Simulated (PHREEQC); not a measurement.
Make-up at 25 °C and 500 atm: 13 mmol/kgw Pb(NO3)2 and 0.016 mmol/kgw KHSO4. Closed to the air; pH follows from the charge balance.

All values are PHREEQC results (ion-association model, phreeqc.dat), not measurements.

This is a speciation only: nothing precipitates in the calculation.

Task: What pH, ionic strength does the model give?

Result: pH 4.67; ionic strength 0.0338 mol/kgw.

Task: In which forms is Pb present?

Result: Pb+2 80 %, PbNO3+ 20 % of the Pb.

Complexes and solids missing from the database can't appear. Under pressure, the constants of complexes without a molar volume in the database are unreliable.
